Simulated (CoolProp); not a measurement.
Vapour-liquid equilibrium of R22 (1) + methanol (2) at 111 kPa; x and y are mole fractions of (1).

Values from CoolProp's multi-fluid Helmholtz-energy mixture model, Kamei 1995 and de Reuck 1993; pair parameters Bell 2016.

```tsv
x	bubble temperature, mixture model (°C)	bubble temperature, Raoult's law (°C)	y, mixture model	y, Raoult's law
0.05	28.2	40.2	0.824	0.694
0.2	-10.0	2.3	0.983	0.966
0.35	-21.7	-13.4	0.994	0.990
0.5	-27.8	-22.7	0.997	0.996
0.65	-31.7	-29.1	0.998	0.998
0.8	-34.8	-33.9	0.999	0.999
0.95	-37.8	-37.7	1.000	1.000
```

The largest gap from Raoult's law is -12.3 K in bubble temperature, at x = 0.2. No azeotrope shows between x = 0.05 and 0.95.

Pair parameters are fitted to limited data, so mixtures are less certain than the pure fluids.
